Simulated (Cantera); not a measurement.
Charge: 1 mol FeS, 3.7 mol SO₃, 7.2 mol CO₂, at 1 atm.

Method: chemical equilibrium by Gibbs-energy minimisation in Cantera with the NASA 1993 tables (ideal gas, pure condensed phases). Candidate condensed phases: C, Fe, Fe(CO)₅, FeO, FeS, FeSO₄, FeS₂, Fe₂O₃, Fe₂(SO₄)₃, Fe₃O₄, S; 25 gas species. Equilibrium is a limit: real reactors are often held back by kinetics, nucleation or transport. All values below are at 752 °C.

Base state: CO₂ 0.605, SO₂ 0.380, SO₃ 0.0151, O₂ 0.000848 (mole fractions); condensed: Fe₂O₃(s).

**Question.** What changes in the equilibrium state with this change: SO₃ from 3.7 to 0.08 mol?

**Answer.** 
```
species          before     after
-------------  --------  --------
CO₂               0.605     0.980
SO₂               0.380    0.0146
CO              2.88e-9   0.00399
SO₃              0.0151     <1e-9
S₂                <1e-9  0.000933
O₂             0.000848     <1e-9
COS               <1e-9  0.000404
Fe₂O₃(s), mol     0.500         0
FeS(s), mol           0     0.956
Fe₃O₄(s), mol         0    0.0146
```
Mutual solubility and eutectic melting of coexisting phases are not modelled. FeS: taken at fixed stoichiometry. Gases not in the tables: S₃ to S₇.
